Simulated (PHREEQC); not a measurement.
A column of 0.1 m (30 cells, dispersivity 0.0035 m, 300 s a shift, diffusion coefficient 3e-10 m²/s) holds 0.0077 eq of the database's cation exchanger X per kg of pore water, first in equilibrium with 27 mmol/kgw Na2SO4, 6.8 mmol/kgw CaCl2 and 0.01 mmol/kgw HCl. It is flushed with 0.0043 mol/kgw MgCl2 and 1e-05 mol/kgw HCl, at 15 °C. Values are for the last cell. No CO2 enters from the air. No solid was allowed to form.

Equilibrium calculation in PHREEQC: ion-association model, phreeqc.dat.

```
pore volumes  Mg in solution (mol/kgw)  S in solution (mol/kgw)  Na in solution (mol/kgw)  Ca in solution (mol/kgw)  Cl in solution (mol/kgw)  NaX on the exchanger (mol/kgw)  MgX2 on the exchanger (mol/kgw)
------------  ------------------------  -----------------------  ------------------------  ------------------------  ------------------------  ------------------------------  -------------------------------
0                                    0                   0.0270                    0.0540                   0.00680                    0.0136                         0.00217                                0
0.4167                         5.46e-8                   0.0270                    0.0540                   0.00680                    0.0136                         0.00217                          1.33e-8
0.8167                        0.000120                   0.0199                    0.0415                   0.00514                    0.0123                         0.00191                          4.01e-5
1.217                         0.000623                  0.00517                (withheld)                   0.00280                   0.00957                        0.000772                         0.000418
1.617                          0.00175                 0.000680                   0.00218                   0.00221                   0.00874                        0.000123                          0.00126
2.017                          0.00278                  6.43e-5                  0.000261                (withheld)                   0.00862                         1.48e-5                          0.00210
2.417                          0.00344                  5.12e-6                   2.63e-5                  0.000857                   0.00861                         1.54e-6                          0.00276
2.817                          0.00383                  3.70e-7                (withheld)                  0.000473                   0.00861                         1.46e-7                          0.00322
3.217                          0.00405                  2.52e-8                   2.11e-7                  0.000248                   0.00861                         1.29e-8                          0.00351
3.617                       (withheld)                  1.66e-9                   1.77e-8                  0.000123                   0.00861                         1.09e-9                          0.00368
4.017                          0.00424                 1.06e-10                   1.45e-9                   5.88e-5                   0.00861                        8.93e-11                          0.00377
```

Question: What belongs in the gaps?

Answer: 
- 1.217, Na in solution (mol/kgw): 0.0130
- 2.017, Ca in solution (mol/kgw): 0.00146
- 2.817, Na in solution (mol/kgw): 2.42e-6
- 3.617, Mg in solution (mol/kgw): 0.00418
